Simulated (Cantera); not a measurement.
A closed system holds: 1 mol Si3N4, 0.95 mol O2, 48 mol H2, equilibrated at 2.90 bar.

These are equilibrium values from Cantera (NASA tables, ideal gas, pure condensed phases), not measurements of a reactor. Candidate condensed phases: H2O, Si, SiO2, Si2N2O, Si3N4; 35 gas species. The tables' values for SiN are old estimates; treat these amounts as uncertain. Gases not in the tables: Si2H6 and higher silanes. Equilibrium is a limit: real reactors are often held back by kinetics, nucleation or transport. All values below are at 2273 K.

Base state: H2 0.920, N2 0.0384, SiO 0.0365, H 0.00473, SiH2 0.000382, Si 0.000252, SiH 0.000159, H2O 3.62e-5 (mole fractions); condensed: Si(l).

Task: What changes in the equilibrium state with this change: 0.38 mol Cl2 added?

Result: 
```tsv
species	before	after
H2	0.920	0.906
N2	0.0384	0.0381
SiO	0.0365	0.0362
HCl	0	0.0136
SiCl2	0	0.000369
SiCl	0	5.74e-5
Cl	0	5.11e-5
Si(l), mol	1.06	1.04
```
The tables' values for SiCl, SiN are old estimates; treat these amounts as uncertain. Further candidate phases: NH4Cl.

Task: What changes in the equilibrium state with this change: Si3N4 replaced by Si?

Result: 
```json
[
 {"species": "H2", "before": "0.920", "after": "0.956"},
 {"species": "SiO", "before": "0.0365", "after": "0.0204"},
 {"species": "H2O", "before": "3.62e-5", "after": "0.0183"},
 {"species": "N2", "before": "0.0384", "after": "0"},
 {"species": "Si2N", "before": "1.29e-5", "after": "0"},
 {"species": "SiN", "before": "1.24e-5", "after": "0"},
 {"species": "Si(l), mol", "before": "1.06", "after": "0"}
]
```
